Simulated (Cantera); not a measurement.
What does this Cantera script print?

```python
import numpy as np
import cantera as ct

gas_names = """
    H HO2 H2 H2O H2O2 O OH O2 O3 Si SiH SiH2 SiH3 SiH4 SiO SiO2 Si2 Si3
""".split()
cond_names = """
    H2O(s) H2O(L) Si(cr) Si(L) SiO2(Lqz) SiO2(hqz) SiO2(L)
""".split()


def load(file, names, dense=False):
    # The tables refer to 1 bar. Condensed volumes are neglected.
    table = {s.name: s for s in ct.Species.list_from_file(file)}
    out = []
    for n in names:
        d = dict(table[n].input_data)
        d["thermo"] = dict(d["thermo"], **{"reference-pressure": 1e5})
        if dense:
            d["equation-of-state"] = {"model": "constant-volume", "density": "1e6 g/cm^3"}
        out.append(ct.Species.from_dict(d))
    return out


gas = ct.Solution(thermo="ideal-gas", species=load("nasa_gas.yaml", gas_names))
cond = {s.name: ct.Solution(thermo="fixed-stoichiometry", species=[s], name=s.name)
        for s in load("nasa_condensed.yaml", cond_names, dense=True)}
atoms = {
    'Si': {'Si': 1},
    'H2O': {'H': 2, 'O': 1},
    'H2': {'H': 2},
}
top_T = {}  # K; cautious upper limits of use, not melting points


def equilibrate(T, P, feed):
    n = {}
    for name, mol in feed.items():
        for a, k in atoms[name].items():
            n[a] = n.get(a, 0.0) + k * mol
    gas.TPX = T, P, n
    mass = sum(n.values()) * gas.mean_molecular_weight
    gas.equilibrate("TP")
    valid = [c for c in cond.values() if c.min_temp <= T <= top_T.get(c.name, c.max_temp)]
    mix = ct.Mixture([(gas, mass / gas.mean_molecular_weight)] + [(c, 0.0) for c in valid])
    mix.T, mix.P = T, P
    mix.equilibrate("TP", solver="vcs", rtol=1e-11, max_steps=5000)
    return mix


results = []
feed = {'Si': 1, 'H2O': 1.8, 'H2': 1.7}  # mol
P = 10000  # Pa
for T in [1348, 1423, 1498, 1573, 1648, 1723, 1798, 1873, 1948]:
    mix = equilibrate(T, P, feed)
    results.append((T, P, feed, dict(zip(mix.species_names, mix.species_moles))))
    x = sorted(zip(gas.X, gas.species_names), reverse=True)
    print(f"T = {T:g} K  P = {P:g} Pa  gas = {mix.phase_moles(0):.4g} mol")
    print("   x: " + "  ".join(f"{s} {v:.3e}" for v, s in x if v > 1e-06))
    print("   condensed (mol): " + ("  ".join(f"{mix.phase(i).name} {mix.phase_moles(i):.4g}"
          for i in range(1, mix.n_phases) if mix.phase_moles(i) > 1e-12) or "none"))
```

It prints:

```
T = 1348 K  P = 10000 Pa  gas = 3.501 mol
   x: H2 9.998e-01  SiO 2.358e-04  H 7.316e-06
   condensed (mol): Si(cr) 0.09959  SiO2(hqz) 0.8996
T = 1423 K  P = 10000 Pa  gas = 3.504 mol
   x: H2 9.988e-01  SiO 1.179e-03  H 2.099e-05  H2O 1.383e-06
   condensed (mol): Si(cr) 0.09793  SiO2(hqz) 0.8979
T = 1498 K  P = 10000 Pa  gas = 3.518 mol
   x: H2 9.949e-01  SiO 4.996e-03  H 5.420e-05  H2O 3.222e-06  SiH2 1.452e-06
   condensed (mol): Si(cr) 0.09121  SiO2(hqz) 0.8912
T = 1573 K  P = 10000 Pa  gas = 3.566 mol
   x: H2 9.815e-01  SiO 1.837e-02  H 1.274e-04  H2O 6.838e-06  SiH2 3.602e-06
   condensed (mol): Si(cr) 0.06725  SiO2(hqz) 0.8672
T = 1648 K  P = 10000 Pa  gas = 3.7 mol
   x: H2 9.457e-01  SiO 5.404e-02  H 2.738e-04  H2O 1.459e-05  SiH2 6.555e-06  Si 2.107e-06  SiH 1.192e-06
   condensed (mol): SiO2(hqz) 0.8
T = 1723 K  P = 10000 Pa  gas = 3.701 mol
   x: H2 9.452e-01  SiO 5.411e-02  H 5.607e-04  H2O 7.948e-05  SiH2 1.661e-06  Si 1.018e-06
   condensed (mol): SiO2(L) 0.7997
T = 1798 K  P = 10000 Pa  gas = 3.703 mol
   x: H2 9.442e-01  SiO 5.437e-02  H 1.082e-03  H2O 3.664e-04
   condensed (mol): SiO2(L) 0.7986
T = 1873 K  P = 10000 Pa  gas = 3.709 mol
   x: H2 9.412e-01  SiO 5.538e-02  H 1.980e-03  H2O 1.461e-03
   condensed (mol): SiO2(L) 0.7946
T = 1948 K  P = 10000 Pa  gas = 3.725 mol
   x: H2 9.329e-01  SiO 5.866e-02  H2O 4.970e-03  H 3.451e-03  OH 1.663e-06  SiO2 1.017e-06
   condensed (mol): SiO2(L) 0.7815
```

Equilibrium computed with Cantera from the NASA thermochemical tables; the gas is ideal and each condensed phase is pure. Mutual solubility and eutectic melting of coexisting phases are not modelled. The tables hold silica as quartz up to 1696 K and as liquid above; real silica turns to tridymite and cristobalite and melts near 1996 K.
